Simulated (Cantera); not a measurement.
Equilibrium for abatement and gas-phase synthesis: PH3 + O2 + H2

Input: 1 mol PH3, 0.063 mol O2, 1.6 mol H2, equilibrated at 3048.15 K and 2.20e7 Pa.

Equilibrium computed with Cantera from the NASA thermochemical tables; the gas is ideal and each condensed phase is pure. Candidate condensed phases: H2O, P, P4O10; 17 gas species. The ideal-gas law is rough above about 30 bar. Gases not in the tables: HPO2, HPO3 and P4O6. Kinetics and transport are ignored.

x(H2): 0.817
x(P2): 0.127
x(H2O): 0.0256
x(H): 0.0111
x(PO): 0.00858
x(PH): 0.00583
x(PH3): 0.00253
x(P): 0.00176
x(P4): 0.000647
gas amount: 3.628 mol
log10 activity of P(l) (absent): -0.89
